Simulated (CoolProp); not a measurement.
Vapour-liquid equilibrium of propylene (1) + R115 (2) at 328.1 K; x and y are mole fractions of (1).

Model: multi-fluid Helmholtz-energy mixture model, Lemmon 2013 and Lemmon 2016; pair parameters Bell 2016, in CoolProp.

```csv
x,bubble pressure (MPa),y at the bubble point,dew pressure at overall composition x (MPa),liquid density (mol/L)
0.05,1.928,0.071,1.903,7.235
0.125,2.042,0.168,1.990,7.336
0.2,2.146,0.255,2.079,7.447
0.275,2.237,0.334,2.169,7.572
0.35,2.316,0.406,2.256,7.718
0.425,2.380,0.473,2.335,7.889
0.5,2.430,0.536,2.403,8.094
0.575,2.463,0.597,2.453,8.337
0.65,2.480,0.657,2.479,8.625
0.725,2.480,0.718,2.479,8.960
0.8,2.460,0.782,2.452,9.345
0.875,2.418,0.853,2.401,9.778
0.95,2.347,0.935,2.332,10.26
```

y crosses x between x = 0.65 and 0.725: the model has an azeotrope there.

The pair parameters rest on a limited set of measurements; away from them the model extrapolates.
